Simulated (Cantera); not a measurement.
## Equilibrium for hydrogen reduction and annealing atmospheres: Ta2O5 + H2

Input: 1 mol Ta2O5, 250 mol H2, held at 550 Pa.

Cantera equilibrium calculation (NASA polynomials, part measured and part estimated; ideal gas, pure solids and liquids). Candidate condensed phases: H2O, Ta, Ta2O5; 12 gas species. Mutual solubility and eutectic melting of coexisting phases are not modelled. Condensed phases not in the tables: N, O or C dissolved in the metal. Equilibrium is a limit: real reactors are often held back by kinetics, nucleation or transport.

From 527 °C to 827 °C the condensed part is Ta2O5(s). From 927 °C to 1727 °C the condensed part is Ta(s) + Ta2O5(s). At 1827 °C the condensed part is Ta(s) + Ta2O5(l).

```json
[
 {"T (°C)": "527", "x H2": "1.00", "x H": "3.91e-11", "x H2O": "1.64e-9", "x TaO2": "<1e-12", "x TaO": "<1e-12", "n Ta2O5(s)": "1.00", "n Ta(s)": "0", "n Ta2O5(l)": "0"},
 {"T (°C)": "627", "x H2": "1.00", "x H": "1.58e-9", "x H2O": "2.35e-8", "x TaO2": "<1e-12", "x TaO": "<1e-12", "n Ta2O5(s)": "1.000", "n Ta(s)": "0", "n Ta2O5(l)": "0"},
 {"T (°C)": "727", "x H2": "1.00", "x H": "3.06e-8", "x H2O": "1.94e-7", "x TaO2": "<1e-12", "x TaO": "<1e-12", "n Ta2O5(s)": "1.000", "n Ta(s)": "0", "n Ta2O5(l)": "0"},
 {"T (°C)": "827", "x H2": "1.000", "x H": "3.49e-7", "x H2O": "1.07e-6", "x TaO2": "<1e-12", "x TaO": "<1e-12", "n Ta2O5(s)": "1.000", "n Ta(s)": "0", "n Ta2O5(l)": "0"},
 {"T (°C)": "927", "x H2": "1.000", "x H": "2.66e-6", "x H2O": "4.41e-6", "x TaO2": "<1e-12", "x TaO": "<1e-12", "n Ta2O5(s)": "1.000", "n Ta(s)": "0.000441", "n Ta2O5(l)": "0"},
 {"T (°C)": "1027", "x H2": "1.000", "x H": "1.49e-5", "x H2O": "1.44e-5", "x TaO2": "<1e-12", "x TaO": "<1e-12", "n Ta2O5(s)": "0.999", "n Ta(s)": "0.00144", "n Ta2O5(l)": "0"},
 {"T (°C)": "1127", "x H2": "1.000", "x H": "6.56e-5", "x H2O": "3.95e-5", "x TaO2": "5.08e-11", "x TaO": "1.15e-11", "n Ta2O5(s)": "0.998", "n Ta(s)": "0.00395", "n Ta2O5(l)": "0"},
 {"T (°C)": "1227", "x H2": "1.000", "x H": "0.000237", "x H2O": "9.39e-5", "x TaO2": "1.52e-9", "x TaO": "3.27e-10", "n Ta2O5(s)": "0.995", "n Ta(s)": "0.00939", "n Ta2O5(l)": "0"},
 {"T (°C)": "1327", "x H2": "0.999", "x H": "0.000733", "x H2O": "0.000199", "x TaO2": "2.93e-8", "x TaO": "6.07e-9", "n Ta2O5(s)": "0.990", "n Ta(s)": "0.0199", "n Ta2O5(l)": "0"},
 {"T (°C)": "1427", "x H2": "0.998", "x H": "0.00198", "x H2O": "0.000384", "x TaO2": "3.94e-7", "x TaO": "7.93e-8", "n Ta2O5(s)": "0.981", "n Ta(s)": "0.0384", "n Ta2O5(l)": "0"},
 {"T (°C)": "1527", "x H2": "0.994", "x H": "0.00481", "x H2O": "0.000685", "x TaO2": "3.93e-6", "x TaO": "7.73e-7", "n Ta2O5(s)": "0.965", "n Ta(s)": "0.0684", "n Ta2O5(l)": "0"},
 {"T (°C)": "1627", "x H2": "0.988", "x H": "0.0106", "x H2O": "0.00114", "x TaO2": "3.05e-5", "x TaO": "5.90e-6", "n Ta2O5(s)": "0.939", "n Ta(s)": "0.112", "n Ta2O5(l)": "0"},
 {"T (°C)": "1727", "x H2": "0.976", "x H": "0.0217", "x H2O": "0.00179", "x TaO2": "0.000191", "x TaO": "3.66e-5", "n Ta2O5(s)": "0.888", "n Ta(s)": "0.166", "n Ta2O5(l)": "0"},
 {"T (°C)": "1827", "x H2": "0.955", "x H": "0.0411", "x H2O": "0.00257", "x TaO2": "0.000943", "x TaO": "0.000184", "n Ta2O5(s)": "0", "n Ta(s)": "0.188", "n Ta2O5(l)": "0.762"}
]
```
x: gas mole fraction; n: condensed amount in mol.
